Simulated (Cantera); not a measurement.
Input (Python, Cantera) and output of one run.

```python
import numpy as np
import cantera as ct

gas_names = """
    N N2 Pb Pb2
""".split()
cond_names = """
    Pb(cr) Pb(L)
""".split()


def load(file, names, dense=False):
    # The tables refer to 1 bar. Condensed volumes are neglected.
    table = {s.name: s for s in ct.Species.list_from_file(file)}
    out = []
    for n in names:
        d = dict(table[n].input_data)
        d["thermo"] = dict(d["thermo"], **{"reference-pressure": 1e5})
        if dense:
            d["equation-of-state"] = {"model": "constant-volume", "density": "1e6 g/cm^3"}
        out.append(ct.Species.from_dict(d))
    return out


gas = ct.Solution(thermo="ideal-gas", species=load("nasa_gas.yaml", gas_names))
cond = {s.name: ct.Solution(thermo="fixed-stoichiometry", species=[s], name=s.name)
        for s in load("nasa_condensed.yaml", cond_names, dense=True)}
atoms = {
    'Pb': {'Pb': 1},
    'N2': {'N': 2},
}
top_T = {}  # K; cautious upper limits of use, not melting points


def equilibrate(T, P, feed):
    n = {}
    for name, mol in feed.items():
        for a, k in atoms[name].items():
            n[a] = n.get(a, 0.0) + k * mol
    gas.TPX = T, P, n
    mass = sum(n.values()) * gas.mean_molecular_weight
    gas.equilibrate("TP")
    valid = [c for c in cond.values() if c.min_temp <= T <= top_T.get(c.name, c.max_temp)]
    mix = ct.Mixture([(gas, mass / gas.mean_molecular_weight)] + [(c, 0.0) for c in valid])
    mix.T, mix.P = T, P
    mix.equilibrate("TP", solver="vcs", rtol=1e-11, max_steps=5000)
    return mix


results = []
feed = {'Pb': 1, 'N2': 2.6}  # mol
P = 140000  # Pa
for T in [500, 600, 700, 800, 900, 1000, 1100, 1200, 1300, 1400]:
    mix = equilibrate(T, P, feed)
    results.append((T, P, feed, dict(zip(mix.species_names, mix.species_moles))))

top = {s: max(r[3][s] / sum(r[3][g] for g in gas_names) for r in results) for s in gas_names}
cols = sorted((s for s in top if top[s] > 0.0001), key=lambda s: -top[s])[:9]
seen = [c for c in cond_names if any(r[3].get(c, 0) > 1e-12 for r in results)]
print("log10 of partial pressures in bar; condensed amounts in mol")
print(f"{'T/K':>10s}" + "".join(f"{s[:9]:>10s}" for s in cols + seen))
for T, P, feed, n in results:
    ng = sum(n[g] for g in gas_names)
    print(f"{T:10.4g}" + "".join(f"{np.log10(max(n[s] / ng * P / 1e5, 1e-99)):10.3f}" for s in cols)
          + "".join(f"{n.get(c, 0):10.4g}" for c in seen))
```

Output:

```
log10 of partial pressures in bar; condensed amounts in mol
       T/K        N2        Pb    Pb(cr)     Pb(L)
       500     0.146   -14.655         1         0
       600     0.146   -11.287         1         0
       700     0.146    -8.953         0         1
       800     0.146    -7.212         0         1
       900     0.146    -5.864         0         1
      1000     0.146    -4.791         0         1
      1100     0.146    -3.917         0    0.9998
      1200     0.146    -3.192         0    0.9988
      1300     0.145    -2.581         0    0.9951
      1400     0.143    -2.060         0    0.9837
```

These are equilibrium values from Cantera (NASA tables, ideal gas, pure condensed phases), not measurements of a reactor.
